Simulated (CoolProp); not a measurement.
Vapour-liquid equilibrium of acetone (1) + p-xylene (2) at 142.35 °C; x and y are mole fractions of (1).

Computed with CoolProp (multi-fluid Helmholtz-energy mixture model, Lemmon 2006 and Zhou 2012; pair parameters Bell 2016).

```json
[
 {"x": "0.05", "bubble pressure (MPa)": "0.1783", "y at the bubble point": "0.380", "dew pressure at overall composition x (MPa)": "0.1185", "liquid density (mol/L)": "7.184"},
 {"x": "0.2", "bubble pressure (MPa)": "0.3411", "y at the bubble point": "0.701", "dew pressure at overall composition x (MPa)": "0.1399", "liquid density (mol/L)": "7.596"},
 {"x": "0.35", "bubble pressure (MPa)": "0.4707", "y at the bubble point": "0.805", "dew pressure at overall composition x (MPa)": "0.1705", "liquid density (mol/L)": "8.054"},
 {"x": "0.5", "bubble pressure (MPa)": "0.5843", "y at the bubble point": "0.864", "dew pressure at overall composition x (MPa)": "0.2176", "liquid density (mol/L)": "8.568"},
 {"x": "0.65", "bubble pressure (MPa)": "0.6938", "y at the bubble point": "0.908", "dew pressure at overall composition x (MPa)": "0.2988", "liquid density (mol/L)": "9.149"},
 {"x": "0.8", "bubble pressure (MPa)": "0.8083", "y at the bubble point": "0.948", "dew pressure at overall composition x (MPa)": "0.4625", "liquid density (mol/L)": "9.816"},
 {"x": "0.95", "bubble pressure (MPa)": "0.9346", "y at the bubble point": "0.987", "dew pressure at overall composition x (MPa)": "0.8157", "liquid density (mol/L)": "10.59"}
]
```

No azeotrope shows between x = 0.05 and 0.95.

The pair parameters rest on a limited set of measurements; away from them the model extrapolates.
